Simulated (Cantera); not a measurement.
An adiabatic, constant-volume homogeneous reactor starts with 5.97 % CO, 0.281 % H₂, 10.1 % O₂, 83.6 % N₂, equivalence ratio 0.31, at 1650 K and 400000 Pa.

Detailed kinetics in Cantera: GRI-Mech 3.0 (53 species, 325 reactions). The hydrogen kinetics of GRI-Mech 3.0 are dated; newer H2 mechanisms differ, most at raised pressure.

Predict: time of steepest temperature rise; temperature at 10.0 s; equilibrium temperature; x(CO) at 10.0 s; x(H₂) at 10.0 s; x(O₂) at 10.0 s; x(OH) at 10.0 s; x(HO₂) at 10.0 s; x(H₂O) at 10.0 s; x(H₂O₂) at 10.0 s.


```json
{
 "time_of_steepest_temperature_rise": "55.8 µs",
 "temperature at 10.0 s": "2215 K",
 "equilibrium_temperature": "2215 K",
 "x(CO) at 10.0 s": "0.000685 (gas-phase equilibrium 0.000685)",
 "x(H₂) at 10.0 s": "5.64e-6 (gas-phase equilibrium 5.64e-6)",
 "x(O₂) at 10.0 s": "0.0681 (gas-phase equilibrium 0.0681)",
 "x(OH) at 10.0 s": "0.000432 (gas-phase equilibrium 0.000432)",
 "x(HO₂) at 10.0 s": "6.57e-7 (gas-phase equilibrium 6.57e-7)",
 "x(H₂O) at 10.0 s": "0.00267 (gas-phase equilibrium 0.00267)",
 "x(H₂O₂) at 10.0 s": "5.62e-9 (gas-phase equilibrium 5.62e-9)"
}
```
